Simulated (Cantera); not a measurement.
Feed: 1 mol Ti(OiPr)₄, 0.057 mol O₂, at 1.33 mbar.

These are equilibrium values from Cantera (NASA tables, ideal gas, pure condensed phases), not measurements of a reactor. Candidate condensed phases: C, C₆H₆, C₇H₈, C₈H₁₈, H₂O, Ti, TiC, TiO, TiO₂, Ti₂O₃, Ti₃O₅, Ti₄O₇; 113 gas species. The feed counts by its element totals alone. TiC: taken at fixed stoichiometry. The numbers say what is thermodynamically allowed, not how fast it happens.

At 1027 °C, list the 3 most abundant gas species with their mole fractions, and the condensed phases.

H₂ 0.773, CO 0.227, H 2.66e-5. Condensed: C(graphite) + TiC(s).
